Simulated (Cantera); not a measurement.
# CS2 + SO2 + N2 (abatement and gas-phase synthesis)

Input: 1 mol CS2, 0.0089 mol SO2, 1.6 mol N2, equilibrated at 1.60 bar.

Cantera equilibrium calculation (NASA polynomials, part measured and part estimated; ideal gas, pure solids and liquids). Candidate condensed phases: C, S; 35 gas species. Rates play no part.

```tsv
T (K)	log p N2	log p CS2	log p CS	log p S2	log p S	log p CO	log p SN	log p CN	n C(graphite)
1973	-0.01	-0.32	-1.51	-0.95	-3.05	-1.97	-5.08	-6.41	0.140
2173	-0.02	-0.36	-1.01	-0.96	-2.53	-1.98	-4.60	-5.36	0.0829
2373	-0.04	-0.46	-0.68	-0.94	-2.07	-2.00	-4.19	-4.58	0
2573	-0.06	-0.62	-0.53	-0.82	-1.64	-2.01	-3.80	-4.11	0
2773	-0.07	-0.82	-0.43	-0.77	-1.29	-2.03	-3.49	-3.72	0
2973	-0.09	-1.04	-0.38	-0.77	-1.02	-2.04	-3.24	-3.39	0
3173	-0.10	-1.28	-0.36	-0.82	-0.80	-2.05	-3.05	-3.09	0
```
log p: log10 of the partial pressure in bar; n: condensed amount in mol.

From 1973 K to 2173 K the condensed part is C(graphite). From 2373 K to 3173 K nothing is condensed. The main C-bearing gas is CS2 at 1973 K and CS at 3173 K.
